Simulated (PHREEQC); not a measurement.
# Alkaline etch or developer: an equilibrium model

Consider water at 25 °C with 0.0011 mol/kgw LiOH, 0.0013 mol/kgw H3BO3 and 0.028 mol/kgw K2CO3. Closed to the air; pH follows from the charge balance.

Computed with PHREEQC (ion-association model, wateq4f.dat).

Each row changes one thing in this solution. Precipitation was switched off in this run.

```
case                                    pH  ionic strength (mol/kgw)  H3BO3 (mol/kgw)
-----------------------------------  -----  ------------------------  ---------------
as made                              11.15                    0.0831          1.18e-5
diluted 2-fold with water            11.04                    0.0411          8.15e-6
temperature from 25 to 60 °C         10.55                    0.0806          2.57e-5
K2CO3 from 0.028 to 0.014 mol/kgw    11.03                    0.0416          1.69e-5
K2CO3 from 0.028 to 0.0028 mol/kgw   10.69                   0.00880          4.06e-5
LiOH from 0.0011 to 0.00055 mol/kgw  11.09                    0.0823          1.37e-5
K2CO3 left out                        9.81                   0.00110         0.000267
diluted 10-fold with water           10.75                   0.00788          3.56e-6
LiOH left out                        11.02                    0.0814          1.59e-5
```

Complexes and solids missing from the database can't appear. Away from 25 °C the constants follow the database's enthalpies or fits; those with neither stay at their 25 °C values.
